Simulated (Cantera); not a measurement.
An isothermal, constant-pressure homogeneous reactor starts with C2H6 : N2 = 1 : 64 (molar parts), at 1948 K and 0.00180 bar. Integrator tolerance rtol = 1e-08.

Cantera simulation using GRI-Mech 3.0 (53 species, 325 reactions); the numbers are that mechanism's predictions, not measurements. GRI-Mech 3.0 stops at C3 and has no aromatics, soot or wall deposition, so with more carbon than oxygen in the feed, carbon stays in small species such as C2H2 where larger ones or solid carbon would form. Radical loss at walls, strong at low pressure, is not modelled.

Task: What does this change do: pressure from 0.00180 bar to 0.160 bar?

Result: 
```json
[
 {"quantity": "x(C2H6) at 30.0 s", "before": "<1e-12 (gas-phase equilibrium <1e-12)", "after": "<1e-12 (gas-phase equilibrium <1e-12)"},
 {"quantity": "x(C2H2) at 30.0 s", "before": "0.0148 (gas-phase equilibrium 0.00166)", "after": "0.0148 (gas-phase equilibrium 0.00167)"},
 {"quantity": "x(CH2) at 30.0 s", "before": "4.70e-9 (gas-phase equilibrium 4.56e-9)", "after": "4.14e-9 (gas-phase equilibrium 4.74e-9)"},
 {"quantity": "x(C2H) at 30.0 s", "before": "1.34e-5 (gas-phase equilibrium 4.17e-6)", "after": "3.81e-6 (gas-phase equilibrium 4.29e-7)"},
 {"quantity": "x(H) at 30.0 s", "before": "0.00169 (gas-phase equilibrium 0.00446)", "after": "0.000489 (gas-phase equilibrium 0.000490)"},
 {"quantity": "x(C2H4) at 30.0 s", "before": "1.03e-8 (gas-phase equilibrium 7.42e-10)", "after": "6.32e-7 (gas-phase equilibrium 7.13e-8)"},
 {"quantity": "x(CH4) at 30.0 s", "before": "5.56e-8 (gas-phase equilibrium 7.04e-9)", "after": "6.09e-7 (gas-phase equilibrium 6.97e-7)"}
]
```
